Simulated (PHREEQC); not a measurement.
Make-up at 48 °C: 0.071 mol/kgw Ba(NO3)2, 0.0026 mol/kgw Ca(NO3)2 and 0.029 mol/kgw ZnCl2. Closed to the air; pH follows from the charge balance.

All values are PHREEQC results (ion-association model, phreeqc.dat), not measurements.

No solid was allowed to form.

Question: Estimate the pH, specific conductance.

Answer: pH 5.18; specific conductance 28100 µS/cm.

Question: In which forms is Cl present?

Answer: Cl- 95 %, ZnCl+ 4.2 % of the Cl.

At this temperature some constants are extrapolated from 25 °C, and those without enthalpy data are left unchanged.
